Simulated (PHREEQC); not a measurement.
1 kg of water holding 0.012 mol/kgw KCl, 0.025 mol/kgw Na2SO4, 0.21 mol/kgw NaCl, 0.48 mol/kgw Na2CO3 and 0.0037 mol/kgw Na2B4O7 is evaporated at 25 °C; the solids stay in contact with the brine. No CO2 enters from the air. Solids allowed: Arcanite, Burkeite, Glaserite, Halite, Kalicinite, Mirabilite, Misenite, Nahcolite, Natron, Sylvite, Thenardite, Trona, Borax, Boric_acid,s, KB5O8:4H2O, K2B4O7:4H2O, NaBO2:4H2O, NaB5O8:5H2O, Teepleite. Others were left out.

All values are PHREEQC results (Pitzer model, pitzer.dat), not measurements.

| water left (kg) | ionic strength | water activity | Natron (mol) | Halite (mol) | Burkeite (mol) | Trona (mol) |
|---|---|---|---|---|---|---|
| 1 | 1.73 | 0.973 | 0 | 0 | 0 | 0 |
| 0.6755 | 2.57 | 0.961 | 0 | 0 | 0 | 0 |
| 0.5552 | 3.13 | 0.953 | 0 | 0 | 0 | 0 |
| 0.4563 | 3.80 | 0.943 | 0 | 0 | 0 | 0 |
| 0.3083 | 5.63 | 0.914 | 0 | 0 | 0 | 0 |
| 0.2083 | 8.34 | 0.864 | 0 | 0 | 0 | 0 |
| 0.1586 | 9.63 | 0.830 | 0.0700 | 0 | 0 | 0 |
| 0.1055 | 10.9 | 0.780 | 0.196 | 0 | 0 | 0 |
| 0.03258 | 14.0 | 0.673 | 0.346 | 0.126 | 0.0103 | 0.00683 |

Natron from water left = 0.1586 kg (pH 11.10); Burkeite from water left = 0.07315 kg (pH 11.43); Trona from water left = 0.07315 kg (pH 11.43); Halite from water left = 0.03258 kg (pH 11.65).
